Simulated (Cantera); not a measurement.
# Transport properties of process gases

Gas mixture: 32.1 % CO₂, 4.26 % CH₄, 23.9 % CO, 39.7 % C₂H₆, at 0.00140 bar, frozen composition.

Cantera's kinetic-theory transport with the Lennard-Jones parameters of GRI-Mech 3.0, ideal gas; thermal conductivity in the mixture-averaged form. The composition is frozen, though it would react at the higher temperatures.

| T (K) | ρ (kg/m³) | cp (J/kg/K) | μ (µPa s) | λ (mW/m/K) | Pr | D (cm²/s) H | D (cm²/s) H₂O | D (cm²/s) NH₃ |
|---|---|---|---|---|---|---|---|---|
| 400 | 0.00141 | 1431 | 16.7 | 31.5 | 0.760 | 1180 | 217 | 211 |
| 600 | 0.000939 | 1800 | 23.3 | 53.1 | 0.790 | 2430 | 474 | 456 |
| 800 | 0.000704 | 2085 | 29.0 | 74.6 | 0.810 | 3990 | 808 | 773 |
| 1000 | 0.000563 | 2309 | 34.0 | 95.0 | 0.826 | 5840 | 1210 | 1150 |
| 1200 | 0.000469 | 2477 | 38.6 | 114 | 0.835 | 7950 | 1670 | 1590 |
| 1400 | 0.000402 | 2607 | 42.8 | 133 | 0.842 | 10300 | 2180 | 2070 |
| 1600 | 0.000352 | 2707 | 46.8 | 150 | 0.846 | 12900 | 2750 | 2600 |
| 1800 | 0.000313 | 2784 | 50.6 | 166 | 0.848 | 15700 | 3370 | 3180 |
| 2000 | 0.000282 | 2844 | 54.3 | 182 | 0.850 | 18700 | 4030 | 3800 |
D: mixture-averaged diffusion coefficient of that species in the mixture.
